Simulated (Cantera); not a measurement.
Input (Python, Cantera) and output of one run.

```python
import numpy as np
import cantera as ct

gas_names = """
    CL CL2 H HCL H2 N NH NH2 NH3 N2 N2H2 N2H4 Si SiCL SiCL2 SiCL3 SiCL4 SiH SiHCL3 SiH2 SiH2CL2 SiH3
    SiH3CL SiH4 SiN Si2 Si2N Si3
""".split()
cond_names = """
    NH4CL(a) NH4CL(b) Si(cr) Si(L) Si3N4(a)
""".split()


def load(file, names, dense=False):
    # The tables refer to 1 bar. Condensed volumes are neglected.
    table = {s.name: s for s in ct.Species.list_from_file(file)}
    out = []
    for n in names:
        d = dict(table[n].input_data)
        d["thermo"] = dict(d["thermo"], **{"reference-pressure": 1e5})
        if dense:
            d["equation-of-state"] = {"model": "constant-volume", "density": "1e6 g/cm^3"}
        out.append(ct.Species.from_dict(d))
    return out


gas = ct.Solution(thermo="ideal-gas", species=load("nasa_gas.yaml", gas_names))
cond = {s.name: ct.Solution(thermo="fixed-stoichiometry", species=[s], name=s.name)
        for s in load("nasa_condensed.yaml", cond_names, dense=True)}
atoms = {
    'SiCl4': {'Si': 1, 'CL': 4},
    'NH3': {'N': 1, 'H': 3},
    'N2': {'N': 2},
}
top_T = {'Si3N4(a)': 2400}  # K; cautious upper limits of use, not melting points


def equilibrate(T, P, feed):
    n = {}
    for name, mol in feed.items():
        for a, k in atoms[name].items():
            n[a] = n.get(a, 0.0) + k * mol
    gas.TPX = T, P, n
    mass = sum(n.values()) * gas.mean_molecular_weight
    gas.equilibrate("TP")
    valid = [c for c in cond.values() if c.min_temp <= T <= top_T.get(c.name, c.max_temp)]
    mix = ct.Mixture([(gas, mass / gas.mean_molecular_weight)] + [(c, 0.0) for c in valid])
    mix.T, mix.P = T, P
    mix.equilibrate("TP", solver="vcs", rtol=1e-11, max_steps=5000)
    return mix


results = []
T = 1598.15  # K
P = 53000  # Pa
for m in [1.1, 1.4, 1.7, 2.1, 2.6, 3.3, 4, 4.9, 6.1, 7.5, 9.2, 11, 14]:
    feed = {'SiCl4': 1, 'NH3': m, 'N2': 77}  # mol
    mix = equilibrate(T, P, feed)
    results.append((T, P, feed, dict(zip(mix.species_names, mix.species_moles))))
    x = sorted(zip(gas.X, gas.species_names), reverse=True)
    print(f"T = {T:g} K  P = {P:g} Pa  n(NH3) = {m:g} mol  gas = {mix.phase_moles(0):.4g} mol")
    print("   x: " + "  ".join(f"{s} {v:.3e}" for v, s in x if v > 1e-05))
    print("   condensed (mol): " + ("  ".join(f"{mix.phase(i).name} {mix.phase_moles(i):.4g}"
          for i in range(1, mix.n_phases) if mix.phase_moles(i) > 1e-12) or "none"))
```

Result:

```
T = 1598.15 K  P = 53000 Pa  n(NH3) = 1.1 mol  gas = 80.72 mol
   x: N2 9.573e-01  HCL 3.003e-02  H2 5.401e-03  SiCL2 3.956e-03  SiCL4 1.647e-03  SiCL3 1.623e-03  SiHCL3 4.254e-05  CL 2.367e-05
   condensed (mol): Si3N4(a) 0.1377
T = 1598.15 K  P = 53000 Pa  n(NH3) = 1.4 mol  gas = 81.3 mol
   x: N2 9.513e-01  HCL 3.439e-02  H2 8.611e-03  SiCL2 3.269e-03  SiCL3 1.216e-03  SiCL4 1.120e-03  SiHCL3 4.025e-05  CL 2.147e-05
   condensed (mol): Si3N4(a) 0.1803
T = 1598.15 K  P = 53000 Pa  n(NH3) = 1.7 mol  gas = 81.87 mol
   x: N2 9.457e-01  HCL 3.748e-02  H2 1.238e-02  SiCL2 2.711e-03  SiCL3 9.170e-04  SiCL4 7.673e-04  SiHCL3 3.639e-05  CL 1.952e-05
   condensed (mol): Si3N4(a) 0.2124
T = 1598.15 K  P = 53000 Pa  n(NH3) = 2.1 mol  gas = 82.65 mol
   x: N2 9.385e-01  HCL 4.014e-02  H2 1.802e-02  SiCL2 2.147e-03  SiCL3 6.447e-04  SiCL4 4.789e-04  SiHCL3 3.086e-05  CL 1.733e-05
   condensed (mol): Si3N4(a) 0.2424
T = 1598.15 K  P = 53000 Pa  n(NH3) = 2.6 mol  gas = 83.62 mol
   x: N2 9.300e-01  HCL 4.197e-02  H2 2.563e-02  SiCL2 1.660e-03  SiCL3 4.370e-04  SiCL4 2.846e-04  SiHCL3 2.495e-05  CL 1.519e-05  H 1.172e-05
   condensed (mol): Si3N4(a) 0.2662
T = 1598.15 K  P = 53000 Pa  n(NH3) = 3.3 mol  gas = 85 mol
   x: N2 9.185e-01  HCL 4.307e-02  H2 3.668e-02  SiCL2 1.232e-03  SiCL3 2.781e-04  SiCL4 1.553e-04  SiHCL3 1.899e-05  H 1.403e-05  CL 1.303e-05
   condensed (mol): Si3N4(a) 0.2856
T = 1598.15 K  P = 53000 Pa  n(NH3) = 4 mol  gas = 86.39 mol
   x: N2 9.076e-01  H2 4.776e-02  HCL 4.335e-02  SiCL2 9.664e-04  SiCL3 1.925e-04  SiCL4 9.485e-05  H 1.600e-05  SiHCL3 1.500e-05  CL 1.149e-05
   condensed (mol): Si3N4(a) 0.2968
T = 1598.15 K  P = 53000 Pa  n(NH3) = 4.9 mol  gas = 88.18 mol
   x: N2 8.941e-01  H2 6.174e-02  HCL 4.320e-02  SiCL2 7.497e-04  SiCL3 1.308e-04  SiCL4 5.651e-05  H 1.820e-05  SiHCL3 1.159e-05  CL 1.007e-05
   condensed (mol): Si3N4(a) 0.3054
T = 1598.15 K  P = 53000 Pa  n(NH3) = 6.1 mol  gas = 90.57 mol
   x: N2 8.770e-01  H2 7.971e-02  HCL 4.260e-02  SiCL2 5.718e-04  SiCL3 8.661e-05  SiCL4 3.246e-05  H 2.068e-05
   condensed (mol): Si3N4(a) 0.3122
T = 1598.15 K  P = 53000 Pa  n(NH3) = 7.5 mol  gas = 93.36 mol
   x: N2 8.581e-01  H2 9.965e-02  HCL 4.167e-02  SiCL2 4.442e-04  SiCL3 5.888e-05  H 2.312e-05  SiCL4 1.931e-05
   condensed (mol): Si3N4(a) 0.3169
T = 1598.15 K  P = 53000 Pa  n(NH3) = 9.2 mol  gas = 96.76 mol
   x: N2 8.367e-01  H2 1.224e-01  HCL 4.046e-02  SiCL2 3.467e-04  SiCL3 4.026e-05  H 2.562e-05  SiCL4 1.156e-05
   condensed (mol): Si3N4(a) 0.3203
T = 1598.15 K  P = 53000 Pa  n(NH3) = 11 mol  gas = 100.4 mol
   x: N2 8.157e-01  H2 1.448e-01  HCL 3.917e-02  SiCL2 2.793e-04  SiCL3 2.886e-05  H 2.787e-05
   condensed (mol): Si3N4(a) 0.3226
T = 1598.15 K  P = 53000 Pa  n(NH3) = 14 mol  gas = 106.3 mol
   x: N2 7.837e-01  H2 1.789e-01  HCL 3.711e-02  SiCL2 2.085e-04  H 3.097e-05  SiCL3 1.836e-05
   condensed (mol): Si3N4(a) 0.325
```

Equilibrium computed with Cantera from the NASA thermochemical tables; the gas is ideal and each condensed phase is pure. The tables' values for SiCl3 are old estimates; treat these amounts as uncertain.
